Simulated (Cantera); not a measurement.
## Reactions in the system H-I-N-Na

Standard-state values (1 bar) from the NASA 1993 polynomials, evaluated with Cantera. Values are per mole of reaction as written; species without (g) are pure solids or liquids, kept so even where they would boil at 1 bar.

3 NaI + NH3(g) ⇌ 3 HI(g) + 3 Na + N(g)

```
T (K)  ΔH° (kJ)  ΔS° (J/K)  ΔG° (kJ)  log10 K
-----  --------  ---------  --------  -------
725      1466.3      455.7    1136.0   -81.84
775      1465.3      454.3    1113.2   -75.03
825      1464.1      452.8    1090.5   -69.05
875      1462.8      451.3    1068.0   -63.75
925      1461.4      449.7    1045.4   -59.03
```
